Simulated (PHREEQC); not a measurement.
**Metal-bearing waste water (model solution)**

Dissolve 10 mmol/kgw NiSO4, 1.7 mmol/kgw CaCl2, 14 mmol/kgw NaH2PO4 and 91 mmol/kgw Na2SO4 at 20 °C. Closed to the air; pH follows from the charge balance.

The numbers come from PHREEQC with the ion-association model, wateq4f.dat.

The pH comes out as 4.65 and the ionic strength is 0.273 mol/kgw.

```csv
species,molality,activity,log γ
Na+,0.178,0.130,-0.136
SO4-2,0.0773,0.0203,-0.580
NaSO4-,0.0176,0.0129,-0.137
H2PO4-,0.0138,0.0100,-0.137
NiSO4,0.00512,0.00545,0.027
Ni+2,0.00485,0.00144,-0.529
Cl-,0.00339,0.00234,-0.161
CaSO4,0.000845,0.000899,0.027
Ca+2,0.000778,0.000233,-0.524
HPO4-2,0.000101,2.72e-5,-0.569
CaH2PO4+,7.44e-5,5.42e-5,-0.137
HSO4-,5.58e-5,3.96e-5,-0.149
H3PO4,2.91e-5,3.10e-5,0.027
H+,2.83e-5,2.23e-5,-0.104
```

No solid was allowed to form. Species that the database lacks are ignored. H3PO4, which wateq4f.dat lacks, is added to it with the constant of phreeqc.dat. The database has no phosphate complexes of Ni.
